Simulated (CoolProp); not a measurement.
Octamethylcyclotetrasiloxane (D4) at several states: Z from the reference equation and from simpler models built on Tc = 313.4 °C, pc = 13.47 bar, ω = 0.598; each cubic takes its own stable root.

Values from CoolProp's reference Helmholtz-energy equation of state, Thol 2015.

```csv
T (°C),p (bar),phase,reference
280.25,35.6,liquid,0.3624
196.85,35.7,liquid,0.3587
242.45,17.5,liquid,0.1794
131.65,43.8,liquid,0.4608
139.15,0.217,gas,0.9787
```

### Question
How far does each simpler model (van der Waals, Peng-Robinson) lie from the reference over these 5 states: mean and median of the absolute difference, and the worst?

### Answer
- van der Waals: mean 47.0 %, median 59.2 %, worst +63.5 % at 131.65 °C and 43.8 bar
- Peng-Robinson: mean 1.9 %, median 1.2 %, worst -3.8 % at 196.85 °C and 35.7 bar
